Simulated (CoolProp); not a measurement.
CHF3 (R23) along the isotherm -111.65 °C: fugacity coefficient from the reference equation and from simpler models built on Tc = 26.1 °C, pc = 4.832 MPa, ω = 0.263; each cubic takes its own stable root.

Computed with CoolProp (reference Helmholtz-energy equation of state, Penoncello 2003).

| p (MPa) | phase | reference | Soave-Redlich-Kwong | Peng-Robinson |
|---|---|---|---|---|
| 0.201 | liquid | 0.06231 | [?] | 0.06288 |
| 0.403 | liquid | 0.03129 | 0.03009 | [?] |
| 0.604 | liquid | 0.02102 | 0.02024 | 0.02122 |
| 0.805 | liquid | 0.01588 | 0.01530 | 0.01604 |
| 1.01 | liquid | 0.01274 | 0.01230 | 0.01287 |
| 1.21 | liquid | 0.01071 | 0.01035 | 0.01082 |
| 1.41 | liquid | 0.009250 | 0.008948 | 0.009351 |
| 1.61 | liquid | 0.008155 | 0.007898 | 0.008247 |
| 1.81 | liquid | 0.007303 | 0.007081 | 0.007387 |
| 2.01 | liquid | [?] | 0.006427 | 0.006699 |
| 2.21 | liquid | 0.006062 | 0.005891 | 0.006135 |
| 2.42 | liquid | [?] | 0.005425 | 0.005644 |

What belongs in the gaps?


- 0.201, Soave-Redlich-Kwong: 0.05985
- 0.403, Peng-Robinson: 0.03159
- 2.01, reference: 0.006620
- 2.42, reference: 0.005575
